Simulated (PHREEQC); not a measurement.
Dissolve 0.0069 mol/kgw NH4Cl, 0.0059 mol/kgw NaF and 0.022 mol/kgw KCl at 55 °C. Closed to the air; pH follows from the charge balance.

Computed with PHREEQC (ion-association model, phreeqc.dat).

| quantity | before | after |
|---|---|---|
| pH | 5.91 | 6.48 |
| SI of Sylvite (KCl) | -4.40 | -4.14 |

**Question.** Which change was made?
A) NaF left out
B) KCl from 0.022 to 0.0242 mol/kgw
C) NaF from 0.0059 to 0.00059 mol/kgw
D) NH4Cl from 0.0069 to 0.00345 mol/kgw
E) temperature from 55 to 5 °C

**Answer.** E, temperature from 55 to 5 °C

Precipitation was switched off in this run. At this temperature some constants are extrapolated from 25 °C, and those without enthalpy data are left unchanged.
